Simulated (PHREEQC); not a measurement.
## Brine: an equilibrium model

Consider water at 25 °C with 0.345 mol CaCl2 and 0.0345 mol H3BO3 per kg of water. Closed to the air; pH follows from the charge balance.

The numbers come from PHREEQC with the Pitzer model, pitzer.dat.

Precipitation was switched off in this run.

### Question
What pH does the model give?

### Answer
pH 4.88.

In brines, pH and single-ion activities rest on the MacInnes convention.
